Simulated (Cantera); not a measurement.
Input: 1 mol SiH2Cl2, 5.1 mol N2, at 11.0 mbar.

Cantera equilibrium calculation (NASA polynomials, part measured and part estimated; ideal gas, pure solids and liquids). Candidate condensed phases: NH4Cl, Si, Si3N4; 28 gas species. N2 is the only nitrogen source here; it is nearly inert below about 1500 K, so the nitride shown seldom forms there in practice. Gases not in the tables: Si2H6 and higher silanes. Equilibrium is a limit: real reactors are often held back by kinetics, nucleation or transport.

### Question
Which condensed phases are stable at each of these points (T (K)): 1323, 1423, 1523, 1623, 1723, 1823, 1923, 2023?

### Answer
```csv
T (K),condensed phases,Si condensed (%)
1323,Si3N4(s),80.5
1423,Si3N4(s),72.7
1523,Si3N4(s),57.6
1623,Si3N4(s),41.8
1723,Si3N4(s),29.0
1823,Si(l),22.2
1923,Si(l),22.2
2023,Si(l),20.0
```

From 1323 K to 1723 K the condensed part is Si3N4(s). From 1823 K to 2023 K the condensed part is Si(l).
